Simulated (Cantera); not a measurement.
Input (Python, Cantera) and output of one run.

```python
import numpy as np
import cantera as ct

gas_names = [...]  # 91 gases of nasa_gas.yaml made of C, Cl, H
cond_names = """
    C(gr) C6H6(L) C7H8(L) C8H18(L),n-octa
""".split()


# ... load() reads the species with a 1 bar reference pressure and builds the phases ...
atoms = {
    'CCl4': {'C': 1, 'CL': 4},
    'H2': {'H': 2},
}
top_T = {'C(gr)': 4500}  # K; cautious upper limits of use, not melting points


# ... equilibrate(T, P, feed) seeds the gas with the atoms and calls Mixture.equilibrate('TP', solver="vcs", rtol=1e-11, max_steps=5000) ...
results = []
feed = {'CCl4': 1, 'H2': 1.8}  # mol
T = 2350  # K
P = 810  # Pa
mix = equilibrate(T, P, feed)
results.append((T, P, feed, dict(zip(mix.species_names, mix.species_moles))))
x = sorted(zip(gas.X, gas.species_names), reverse=True)
print(f"T = {T:g} K  P = {P:g} Pa  gas = {mix.phase_moles(0):.4g} mol")
print("   x: " + "  ".join(f"{s} {v:.3e}" for v, s in x if v > 0.001))
print("   condensed (mol): " + ("  ".join(f"{mix.phase(i).name} {mix.phase_moles(i):.4g}"
      for i in range(1, mix.n_phases) if mix.phase_moles(i) > 1e-12) or "none"))
```

Result:

```
T = 2350 K  P = 810 Pa  gas = 4.441 mol
   x: HCL 6.467e-01  CL 2.537e-01  H2 6.404e-02  H 3.507e-02
   condensed (mol): C(gr) 0.9964
```

Cantera equilibrium calculation (NASA polynomials, part measured and part estimated; ideal gas, pure solids and liquids).
